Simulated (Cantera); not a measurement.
Input (Python, Cantera):

```python
import numpy as np
import cantera as ct

gas = ct.Solution("gri30.yaml")
gas.TPX = 450, 95000, {'CO': 1, 'H2': 0.095, 'CH4': 0.1, 'O2': 0.575, 'N2': 4.66}
inlet = ct.Reservoir(gas, clone=True)
gas.equilibrate("HP")  # start burning
reactor = ct.IdealGasConstPressureReactor(gas, energy="on", clone=False)
exhaust = ct.Reservoir(gas, clone=True)
tau = [0.095, 0.031, 0.01, 0.0034, 0.0011, 0.00038, 0.00012, 4.1e-05, 1.4e-05][0]
for a, b in ((inlet, reactor), (reactor, exhaust)):
    ct.MassFlowController(a, b, mdot=lambda t: reactor.mass / tau)
net = ct.ReactorNet([reactor])
show = ['CO', 'H2', 'CH4', 'C2H6', 'HCO', 'N2O']

rows = []
print(f"{'tau/s':>10s}{'T/K':>9s}" + "".join(f"{s:>11s}" for s in show))
for tau in [0.095, 0.031, 0.01, 0.0034, 0.0011, 0.00038, 0.00012, 4.1e-05, 1.4e-05]:
    net.initial_time = 0.0
    net.advance(30 * tau)
    before = gas.X
    net.advance(40 * tau)
    drift = np.max(np.abs(gas.X - before) / (gas.X + 1e-9))
    rows.append([gas.T, *gas[show].X, drift])
    print(f"{tau:10.3e}{gas.T:9.1f}" + "".join(f"{x:11.3e}" for x in gas[show].X))
```

Output:

```
     tau/s      T/K         CO         H2        CH4       C2H6        HCO        N2O
 9.500e-02   1751.3  5.327e-02  4.858e-03  2.613e-06  1.849e-11  5.548e-08  2.346e-08
 3.100e-02   1728.7  5.466e-02  5.024e-03  4.777e-06  3.018e-11  1.077e-07  3.386e-08
 1.000e-02   1688.5  5.723e-02  5.336e-03  9.490e-06  5.837e-11  2.224e-07  4.519e-08
 3.400e-03   1628.3  6.103e-02  5.743e-03  2.015e-05  1.401e-10  4.596e-07  5.469e-08
 1.100e-03   1536.2  6.726e-02  6.089e-03  5.255e-05  5.226e-10  9.994e-07  6.306e-08
 3.800e-04   1397.7  8.227e-02  5.985e-03  2.001e-04  4.596e-09  2.295e-06  7.516e-08
 1.200e-04    450.0  1.555e-01  1.477e-02  1.555e-02 -7.778e-20  1.684e-28 -1.868e-22
 4.100e-05    450.0  1.555e-01  1.477e-02  1.555e-02 -1.506e-22  6.658e-29 -3.617e-25
 1.400e-05    450.0  1.555e-01  1.477e-02  1.555e-02 -9.513e-24  2.447e-29 -2.284e-26
```

Cantera simulation using GRI-Mech 3.0 (53 species, 325 reactions); the numbers are that mechanism's predictions, not measurements.
